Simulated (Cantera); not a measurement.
A closed system holds: 1 mol Si, a varied amount of Cl2, held at 750 °C and 0.133 bar.

These are equilibrium values from Cantera (NASA tables, ideal gas, pure condensed phases), not measurements of a reactor. Candidate condensed phases: Si; 9 gas species. Equilibrium is a limit: real reactors are often held back by kinetics, nucleation or transport.

Which condensed phases are stable at each of these points (n(Cl2) (mol)): 0.77, 0.94, 1.2, 1.4, 1.7, 2.2, 2.6, 3.2, 4, 4.9?


```tsv
n(Cl2) (mol)	condensed phases	Si condensed (%)
0.77	Si(s)	61.3
0.94	Si(s)	52.8
1.2	Si(s)	39.7
1.4	Si(s)	29.7
1.7	Si(s)	14.6
2.2	gas only	0.0
2.6	gas only	0.0
3.2	gas only	0.0
4	gas only	0.0
4.9	gas only	0.0
```

From 0.77 mol Cl2 to 1.7 mol Cl2 the condensed part is Si(s). From 2.2 mol Cl2 to 4.9 mol Cl2 nothing is condensed.
